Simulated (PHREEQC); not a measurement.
Consider water at 25 °C with 20 mmol/kgw HF, 170 mmol/kgw NH4F and 0.038 mmol/kgw H4SiO4. Closed to the air; pH follows from the charge balance.

Computed with PHREEQC (ion-association model, phreeqc.dat).

```json
[
 {"quantity": "pH", "before": "4.14", "after": "4.25"},
 {"quantity": "F- (mol/kgw)", "before": "0.163", "after": "0.00176"},
 {"quantity": "HF (mol/kgw)", "before": "0.0122", "after": "0.000141"},
 {"quantity": "HF2- (mol/kgw)", "before": "0.00756", "after": "9.48e-7"},
 {"quantity": "SI of Quartz (SiO2)", "before": "-8.97", "after": "-2.44"}
]
```

Which change was made?
(A) NH4F left out
(B) NH4F from 0.17 to 0.187 mol/kgw
(C) diluted 10-fold with water
(D) temperature from 25 to 15 °C
(E) diluted 100-fold with water

E, diluted 100-fold with water

This is a speciation only: nothing precipitates in the calculation. SiF6-2 is the database's only silicon fluoride.
